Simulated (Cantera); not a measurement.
Feed: 1 mol SiF₄, 2 mol NH₃, 1.4 mol H₂, equilibrated at 1348.15 K and 13.3 mbar.

These are equilibrium values from Cantera (NASA tables, ideal gas, pure condensed phases), not measurements of a reactor. Candidate condensed phases: Si, Si₃N₄; 37 gas species. The tables' values for SiF₃, SiF₂ are old estimates; treat these amounts as uncertain. Kinetics and transport are ignored.

Base state: H₂ 0.681, N₂ 0.156, SiF₄ 0.149, HF 0.00726, SiF₃ 0.00495, SiHF₃ 0.00203, SiF₂ 0.000126, H 1.66e-5 (mole fractions); condensed: gas only.

Problem. What changes in the equilibrium state with this change: 0.012 mol O₂ added?

Solution. 
```tsv
species	before	after
H₂	0.681	0.675
N₂	0.156	0.154
SiF₄	0.149	0.149
HF	0.00726	0.0197
SiF₃	0.00495	0.00181
H₂O	0	4.61e-5
SiO	0	1.40e-5
SiO₂(β-quartz), mol	0	0.00660
Si₂N₂O(s), mol	0	0.0104
```
Mutual solubility and eutectic melting of coexisting phases are not modelled. The tables hold silica as quartz up to 1696 K and as liquid above; real silica turns to tridymite and cristobalite and melts near 1996 K. Further candidate phases: H₂O, SiO₂, Si₂N₂O.

Problem. What changes in the equilibrium state with this change: SiF₄ replaced by SiHCl₃?

Solution. 
| species | before | after |
|---|---|---|
| H₂ | 0.681 | 0.541 |
| HCl | 0 | 0.367 |
| N₂ | 0.156 | 0.0666 |
| SiF₄ | 0.149 | 0 |
| SiCl₂ | 0 | 0.0107 |
| SiCl₄ | 0 | 0.00982 |
| HF | 0.00726 | 0 |
| SiF₃ | 0.00495 | 0 |
| SiCl₃ | 0 | 0.00458 |
| Si₃N₄(s), mol | 0 | 0.275 |
The tables' values for SiCl₃ are old estimates; treat these amounts as uncertain. Further candidate phases: NH₄Cl.
